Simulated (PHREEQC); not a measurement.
Alkaline etch or developer: speciation

Dissolve 0.61 mol NaOH and 0.00011 mol H3BO3 per kg of water at 90 °C. Closed to the air; pH follows from the charge balance.

Computed with PHREEQC (ion-association model, phreeqc.dat).

No solid was allowed to form.

Problem. Estimate the pH.

Solution. pH 11.96.

Species that the database lacks are ignored. At this temperature some constants are extrapolated from 25 °C, and those without enthalpy data are left unchanged.
